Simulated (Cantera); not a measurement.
Charge: 1 mol Si2Cl6, 8.2 mol NH3, at 798 K and 0.00270 bar.

Equilibrium computed with Cantera from the NASA thermochemical tables; the gas is ideal and each condensed phase is pure. Candidate condensed phases: NH4Cl, Si, Si3N4; 28 gas species. The feed counts by its element totals alone. Kinetics and transport are ignored.

Base state: H2 0.537, HCl 0.292, N2 0.160, SiCl4 0.0102, SiHCl3 1.66e-5 (mole fractions); condensed: Si3N4(s).

Question: What changes in the equilibrium state with this change: NH3 from 8.2 to 14 mol?

Answer: 
| species | before | after |
|---|---|---|
| H2 | 0.537 | 0.610 |
| HCl | 0.292 | 0.197 |
| N2 | 0.160 | 0.192 |
| SiCl4 | 0.0102 | 0.00144 |
| SiHCl3 | 1.66e-5 | 3.94e-6 |
| Si3N4(s), mol | 0.605 | 0.652 |
